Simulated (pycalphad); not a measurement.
Source of the numbers: pycalphad with the COST 507 light-alloy database (1999); pressure 1 atm. The database dates from 1999; later assessments differ in places, in temperatures and in the compounds included. Phase fractions are per mole of atoms.

### Question
Give the equilibrium state of Al-2.43C (at.%) at 1450 K.

### Answer
liquid, fraction 0.943, with 0.01 C at.%; AL4C3, fraction 0.057, with 42.9 C at.%.

### Question
Give the equilibrium state of Al-2.43C (at.%) at 700 K.

### Answer
fcc, fraction 0.943, with <0.01 C at.%; AL4C3, fraction 0.057, with 42.9 C at.%.

Database names, with the compositions (at.%) that they take in these runs: AL4C3: Al 57 C 43.
